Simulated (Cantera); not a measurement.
Charge: 1 mol TiO₂, 1.9 mol HCl, 19 mol H₂, held at 3.80 mbar.

Method: chemical equilibrium by Gibbs-energy minimisation in Cantera with the NASA 1993 tables (ideal gas, pure condensed phases). Candidate condensed phases: H₂O, Ti, TiCl₂, TiCl₃, TiCl₄, TiO, TiO₂, Ti₂O₃, Ti₃O₅, Ti₄O₇; 23 gas species. Mutual solubility and eutectic melting of coexisting phases are not modelled. Condensed phases not in the tables: Magnéli phases beyond Ti₄O₇. Equilibrium is a limit: real reactors are often held back by kinetics, nucleation or transport.

log p: log10 of the partial pressure in bar; n: condensed amount in mol.

```json
[
 {"T (K)": "1548", "log p H₂": "-2.47", "log p HCl": "-3.46", "log p H": "-5.75", "log p H₂O": "-4.34", "log p Cl": "-6.84", "log p OH": "-9.10", "n Ti₄O₇(s)": "0.250", "n Ti₃O₅(s)": "0"},
 {"T (K)": "1598", "log p H₂": "-2.47", "log p HCl": "-3.46", "log p H": "?", "log p H₂O": "-4.34", "log p Cl": "?", "log p OH": "?", "n Ti₄O₇(s)": "0.250", "n Ti₃O₅(s)": "0"},
 {"T (K)": "1648", "log p H₂": "-2.47", "log p HCl": "-3.46", "log p H": "?", "log p H₂O": "-4.32", "log p Cl": "?", "log p OH": "?", "n Ti₄O₇(s)": "?", "n Ti₃O₅(s)": "?"},
 {"T (K)": "1698", "log p H₂": "-2.47", "log p HCl": "-3.46", "log p H": "-5.07", "log p H₂O": "-4.22", "log p Cl": "-6.18", "log p OH": "-8.11", "n Ti₄O₇(s)": "0", "n Ti₃O₅(s)": "0.333"},
 {"T (K)": "1748", "log p H₂": "-2.47", "log p HCl": "-3.46", "log p H": "-4.88", "log p H₂O": "-4.22", "log p Cl": "-5.98", "log p OH": "-7.86", "n Ti₄O₇(s)": "0", "n Ti₃O₅(s)": "0.333"},
 {"T (K)": "1798", "log p H₂": "-2.47", "log p HCl": "-3.46", "log p H": "-4.69", "log p H₂O": "-4.22", "log p Cl": "-5.80", "log p OH": "-7.62", "n Ti₄O₇(s)": "0", "n Ti₃O₅(s)": "0.333"},
 {"T (K)": "1848", "log p H₂": "-2.47", "log p HCl": "-3.47", "log p H": "-4.51", "log p H₂O": "-4.22", "log p Cl": "-5.62", "log p OH": "-7.39", "n Ti₄O₇(s)": "0", "n Ti₃O₅(s)": "0.333"},
 {"T (K)": "1898", "log p H₂": "-2.47", "log p HCl": "-3.47", "log p H": "-4.34", "log p H₂O": "-4.22", "log p Cl": "-5.46", "log p OH": "-7.18", "n Ti₄O₇(s)": "0", "n Ti₃O₅(s)": "0.333"},
 {"T (K)": "1948", "log p H₂": "-2.48", "log p HCl": "-3.47", "log p H": "-4.19", "log p H₂O": "-4.22", "log p Cl": "-5.31", "log p OH": "-6.97", "n Ti₄O₇(s)": "0", "n Ti₃O₅(s)": "0.333"}
]
```

Q: Complete the blanks.

A: 
- 1598, log p H: -5.51
- 1598, log p Cl: -6.60
- 1598, log p OH: -8.79
- 1648, log p H: -5.28
- 1648, log p Cl: -6.38
- 1648, log p OH: -8.49
- 1648, n Ti₄O₇(s): 0.217
- 1648, n Ti₃O₅(s): 0.0435
